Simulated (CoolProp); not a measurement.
Saturation properties of R1234yf.

The numbers come from the reference Helmholtz-energy equation of state, Lemmon 2022 in CoolProp.

| T (°C) | p (kPa) | liquid cp (kJ/(kg K)) | liquid conductivity (mW/(m K)) |
|---|---|---|---|
| -27.15 | 112.0 | 1.225 | 80.7 |
| -16.25 | 175.0 | 1.253 | 76.9 |
| -5.35 | 262.4 | 1.283 | 73.2 |
| 5.45 | 378.5 | 1.317 | 69.7 |
| 16.35 | 531.5 | 1.357 | 66.2 |
| 27.25 | 726.8 | 1.404 | 62.9 |
| 38.15 | 971.5 | 1.463 | 59.6 |
| 48.95 | 1270 | 1.542 | 56.5 |
| 59.85 | 1636 | 1.658 | 53.3 |
| 70.75 | 2077 | 1.859 | 50.2 |

It boils at -29.5 °C under 1 atm.

Thermal conductivity comes from a separate model (Perkins 2011).
